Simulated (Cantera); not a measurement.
Equilibrium for carbon deposition, reforming and gasification: acetone + H2 + O2

A closed system holds: 1 mol acetone, 14 mol H2, 0.0093 mol O2, held at 7.50 Torr.

Equilibrium computed with Cantera from the NASA thermochemical tables; the gas is ideal and each condensed phase is pure. Candidate condensed phases: C, C6H6, C7H8, C8H18, H2O; 131 gas species. Ions and electrons are included (thermal ionisation). The feed counts by its element totals alone. Rates play no part.

From 3000 K to 5000 K nothing is condensed. The main C-bearing gas is C3 at 3000 K and C at 5000 K.

```tsv
T (K)	log p H	log p H2	log p C	log p CO	log p C3
3000	-2.14	-2.68	-4.43	-3.46	-3.91
3500	-2.04	-3.63	-3.48	-3.54	-4.39
4000	-2.04	-4.48	-3.28	-3.56	-6.31
4500	-2.04	-5.15	-3.27	-3.56	-8.22
5000	-2.04	-5.69	-3.24	-3.64	-9.69
```
log p: log10 of the partial pressure in bar; nothing condenses.
